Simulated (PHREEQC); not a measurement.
## Silver or lead bath (model solution)

Solution (25 °C): 0.0035 mol Pb(NO3)2, 0.0062 mol HF and 0.024 mol Na2SO4 per kg of water. Closed to the air; pH follows from the charge balance.

Equilibrium calculation in PHREEQC: ion-association model, wateq4f.dat.

Each row changes one thing in this solution. Precipitation was switched off in this run.

```csv
case,pH,ionic strength (mol/kgw),HF (mol/kgw),F- (mol/kgw),Pb+2 (mol/kgw),PbNO3+ (mol/kgw),SI of PbF2 (PbF2),SI of Pb(OH)2 (Pb(OH)2)
as made,2.92,0.0700,0.00351,0.00249,0.00116,4.81e-5,-1.29,-5.64
Na2SO4 left out,2.76,0.0118,0.00417,0.00181,0.00323,0.000207,?,?
diluted 2-fold with water,?,?,0.00158,0.00147,0.000705,1.78e-5,-1.84,-5.48
Na2SO4 from 0.024 to 0.0024 mol/kgw,2.79,0.0158,0.00409,0.00190,0.00253,0.000154,-0.93,-5.40
HF from 0.0062 to 0.0093 mol/kgw,2.81,?,0.00574,0.00316,0.00117,4.85e-5,-1.08,-5.85
```

**Question.** Complete the blanks.

**Answer.** 
- Na2SO4 left out, SI of PbF2 (PbF2): -0.83
- Na2SO4 left out, SI of Pb(OH)2 (Pb(OH)2): -5.31
- diluted 2-fold with water, pH: 3.06
- diluted 2-fold with water, ionic strength (mol/kgw): 0.0365
- HF from 0.0062 to 0.0093 mol/kgw, ionic strength (mol/kgw): 0.0702

Some of these states are supersaturated (in Anglesite, for instance).
